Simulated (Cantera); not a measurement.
Input: 1 mol Fe, a varied amount of Cl₂, 5.4 mol N₂, equilibrated at 1050 K and 0.780 bar.

Cantera equilibrium calculation (NASA polynomials, part measured and part estimated; ideal gas, pure solids and liquids). Candidate condensed phases: Fe, FeCl₂, FeCl₃; 10 gas species. Mutual solubility and eutectic melting of coexisting phases are not modelled. The numbers say what is thermodynamically allowed, not how fast it happens.

x: gas mole fraction; n: condensed amount in mol.

```
n(Cl₂) (mol)   x N₂  x FeCl₃  x FeCl₂  x Fe₂Cl₄  x Fe₂Cl₆     x Cl₂   n Fe(α)  n FeCl₂(l)
------------  -----  -------  -------  --------  --------  --------  --------  ----------
0.19          0.969  1.22e-5   0.0279   0.00306  1.06e-10  1.10e-11     0.810           0
0.3           0.953  2.11e-5   0.0402   0.00635  3.15e-10  1.59e-11     0.700           0
0.42          0.938  3.09e-5   0.0518    0.0105  6.73e-10  2.05e-11     0.580           0
0.54          0.929  3.65e-5   0.0579    0.0131  9.38e-10  2.29e-11         …           …
0.65          0.929  3.65e-5   0.0579    0.0131  9.38e-10  2.29e-11     0.350       0.160
0.77          0.929  3.65e-5   0.0579    0.0131  9.38e-10  2.29e-11         …           …
0.89          0.929  3.65e-5   0.0579    0.0131  9.38e-10  2.29e-11     0.110       0.400
1             0.929  3.65e-5   0.0579    0.0131  9.38e-10  2.29e-11  0.000106       0.510
1.1           0.896   0.0317   0.0579    0.0131  0.000710   1.73e-5         0       0.293
1.2           0.867   0.0592   0.0579    0.0131   0.00247   6.02e-5         0      0.0767
1.4           0.852    0.108   0.0275   0.00296   0.00822  0.000891         0           0
```

**Question.** Some entries are withheld; supply them.

**Answer.** 
- 0.54, n Fe(α): 0.460
- 0.54, n FeCl₂(l): 0.0504
- 0.77, n Fe(α): 0.230
- 0.77, n FeCl₂(l): 0.280
